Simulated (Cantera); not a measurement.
PbO + CH4 + N2 (carbothermic reduction)

Charge: 1 mol PbO, 0.91 mol CH4, 0.5 mol N2, held at 0.340 bar.

Equilibrium computed with Cantera from the NASA thermochemical tables; the gas is ideal and each condensed phase is pure. Candidate condensed phases: C, C6H6, C7H8, C8H18, H2O, Pb, PbO, PbO2, Pb3O4; 139 gas species. Kinetics and transport are ignored.

```tsv
T (°C)	log p H2	log p CO	log p Pb	log p N2	log p H2O	log p CO2	n Pb(l)
725	-0.74	-1.05	-4.81	-1.27	-2.13	-2.28	1.000
825	-0.73	-1.03	-3.93	-1.28	-2.18	-2.49	0.999
925	-0.73	-1.03	-3.20	-1.28	-2.16	-2.59	0.994
1025	-0.74	-1.03	-2.59	-1.28	-2.14	-2.67	0.976
1125	-0.75	-1.04	-2.07	-1.29	-2.13	-2.75	0.917
1225	-0.77	-1.06	-1.62	-1.31	-2.13	-2.84	0.754
1325	-0.82	-1.11	-1.23	-1.36	-2.18	-2.94	0.313
1425	-0.85	-1.14	-1.10	-1.40	-2.20	-3.02	0
1525	-0.85	-1.14	-1.10	-1.40	-2.20	-3.06	0
1625	-0.85	-1.14	-1.10	-1.40	-2.19	-3.10	0
```
log p: log10 of the partial pressure in bar; n: condensed amount in mol.

From 725 °C to 1325 °C the condensed part is Pb(l). From 1425 °C to 1625 °C nothing is condensed. The main Pb-bearing gas is Pb throughout.
